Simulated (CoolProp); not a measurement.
R1123 along the isobar 6.11 bar: fugacity coefficient from the reference equation and from simpler models built on Tc = 331.7 K, pc = 45.49 bar, ω = 0.243; each cubic takes its own stable root.

Computed with CoolProp (reference Helmholtz-energy equation of state, Akasaka 2020).

```tsv
T (K)	phase	reference
326.9	gas	0.9511
338.7	gas	0.9566
350.4	gas	0.9614
362.2	gas	0.9655
374	gas	0.9692
385.8	gas	0.9724
397.6	gas	0.9753
409.3	gas	0.9778
421.1	gas	0.9801
432.9	gas	0.9822
444.7	gas	0.9840
456.4	gas	0.9857
468.2	gas	0.9872
480	gas	0.9885
```

Question: How far does each simpler model (van der Waals, Soave-Redlich-Kwong, Peng-Robinson) lie from the reference over these 14 states: mean and median of the absolute difference, and the worst?

Answer: 
- van der Waals: mean 0.3 %, median 0.3 %, worst +0.8 % at 326.9 K and 6.11 bar
- Soave-Redlich-Kwong: mean 0.1 %, median 0.1 %, worst +0.1 % at 326.9 K and 6.11 bar
- Peng-Robinson: mean 0.3 %, median 0.3 %, worst -0.4 % at 338.7 K and 6.11 bar
